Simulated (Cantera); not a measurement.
# NO annealing gas

An isothermal, constant-pressure homogeneous reactor starts with NO : N2 = 1 : 7.2 (molar parts), at 2175 K and 0.132 atm.

Model: GRI-Mech 3.0 (53 species, 325 reactions), integrated in Cantera.

```tsv
t (s)	x NO	x O2	x N2	x N2O	x O	x NO2
0.000900	0.122	1.97e-7	0.878	4.48e-6	8.71e-6	1.43e-7
0.00169	0.122	7.77e-7	0.878	6.22e-6	1.84e-5	3.32e-7
0.00317	0.122	3.11e-6	0.878	7.37e-6	3.85e-5	7.25e-7
0.00594	0.122	1.23e-5	0.878	7.66e-6	7.71e-5	1.47e-6
0.0111	0.122	4.70e-5	0.878	7.58e-6	0.000144	2.71e-6
0.0209	0.121	0.000169	0.878	7.40e-6	0.000243	4.43e-6
0.0392	0.120	0.000539	0.879	7.17e-6	0.000343	6.08e-6
0.0735	0.119	0.00143	0.880	6.87e-6	0.000414	7.28e-6
0.138	0.115	0.00330	0.881	6.35e-6	0.000497	8.64e-6
0.259	0.107	0.00722	0.885	5.38e-6	0.000631	1.05e-5
0.485	0.0906	0.0152	0.893	3.77e-6	0.000840	1.21e-5
0.909	0.0621	0.0293	0.907	1.76e-6	0.00111	1.13e-5
1.71	0.0288	0.0458	0.924	4.62e-7	0.00137	6.48e-6
3.20	0.0105	0.0549	0.933	1.74e-7	0.00149	2.58e-6
6.00	0.00693	0.0567	0.935	1.51e-7	0.00151	1.73e-6
```
x: mole fraction; the columns are a selection and need not sum to one.

Equilibrium at this temperature and pressure: NO 0.00678, O2 0.0568, N2 0.935, N2O 1.50e-7, O 0.00151, NO2 1.69e-6 (gas phase only).
